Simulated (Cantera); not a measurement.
What does this Cantera script print?

```python
import numpy as np
import cantera as ct

gas_names = """
    B BH BH2 BH3 BN BO BO2 B2 B2O B2O2 B2O3 B3O3H3 H HBO HBO2 HNO HNO2 HNO3 HO2 H2 H2O H2O2 H3B3O6 N NH
    NH2 NH3 NH2OH NO NO2 NO3 N2 N2H2 N2H4 N2O O OH O2 O3
""".split()
cond_names = """
    B(b) B(L) BN(s) B2O3(L) B3O3H3(cr) H2O(s) H2O(L)
""".split()


# ... load() reads the species with a 1 bar reference pressure and builds the phases ...
atoms = {
    'B2H6': {'B': 2, 'H': 6},
    'NH3': {'N': 1, 'H': 3},
    'H2': {'H': 2},
    'H2O': {'H': 2, 'O': 1},
}
top_T = {'BN(s)': 3200}  # K; cautious upper limits of use, not melting points


# ... equilibrate(T, P, feed) seeds the gas with the atoms and calls Mixture.equilibrate('TP', solver="vcs", rtol=1e-11, max_steps=5000) ...
results = []
feed = {'B2H6': 1, 'NH3': 0.16, 'H2': 12, 'H2O': 0.38}  # mol
P = 100000  # Pa
for T in [800, 900, 1000, 1100, 1200, 1300, 1400, 1500, 1600]:
    mix = equilibrate(T, P, feed)
    results.append((T, P, feed, dict(zip(mix.species_names, mix.species_moles))))
    x = sorted(zip(gas.X, gas.species_names), reverse=True)
    print(f"T = {T:g} K  P = {P:g} Pa  gas = {mix.phase_moles(0):.4g} mol")
    print("   x: " + "  ".join(f"{s} {v:.3e}" for v, s in x if v > 0.001))
    print("   condensed (mol): " + ("  ".join(f"{mix.phase(i).name} {mix.phase_moles(i):.4g}"
          for i in range(1, mix.n_phases) if mix.phase_moles(i) > 1e-12) or "none"))
```

Result:

```
T = 800 K  P = 100000 Pa  gas = 15.59 mol
   x: H2 9.958e-01  B3O3H3 4.187e-03
   condensed (mol): B(b) 1.521  BN(s) 0.16  B2O3(L) 0.06141
T = 900 K  P = 100000 Pa  gas = 15.58 mol
   x: H2 9.947e-01  B3O3H3 5.255e-03
   condensed (mol): B(b) 1.505  BN(s) 0.16  B2O3(L) 0.0448
T = 1000 K  P = 100000 Pa  gas = 15.57 mol
   x: H2 9.940e-01  B3O3H3 6.017e-03
   condensed (mol): B(b) 1.493  BN(s) 0.16  B2O3(L) 0.03296
T = 1100 K  P = 100000 Pa  gas = 15.57 mol
   x: H2 9.935e-01  B3O3H3 6.512e-03
   condensed (mol): B(b) 1.485  BN(s) 0.16  B2O3(L) 0.02523
T = 1200 K  P = 100000 Pa  gas = 15.57 mol
   x: H2 9.932e-01  B3O3H3 6.787e-03
   condensed (mol): B(b) 1.481  BN(s) 0.16  B2O3(L) 0.02069
T = 1300 K  P = 100000 Pa  gas = 15.57 mol
   x: H2 9.928e-01  B3O3H3 6.899e-03
   condensed (mol): B(b) 1.478  BN(s) 0.16  B2O3(L) 0.0177
T = 1400 K  P = 100000 Pa  gas = 15.58 mol
   x: H2 9.919e-01  B3O3H3 6.888e-03  HBO 1.112e-03
   condensed (mol): B(b) 1.474  BN(s) 0.16  B2O3(L) 0.01318
T = 1500 K  P = 100000 Pa  gas = 15.6 mol
   x: H2 9.894e-01  B3O3H3 6.781e-03  HBO 3.558e-03
   condensed (mol): B(b) 1.462  BN(s) 0.16  B2O3(L) 6.166e-05
T = 1600 K  P = 100000 Pa  gas = 15.66 mol
   x: H2 9.858e-01  HBO 8.676e-03  B3O3H3 4.627e-03
   condensed (mol): B(b) 1.465  BN(s) 0.16
```

Cantera equilibrium calculation (NASA polynomials, part measured and part estimated; ideal gas, pure solids and liquids). The feed counts by its element totals alone. Mutual solubility and eutectic melting of coexisting phases are not modelled. The tables' values for BH2 are old estimates; treat these amounts as uncertain.
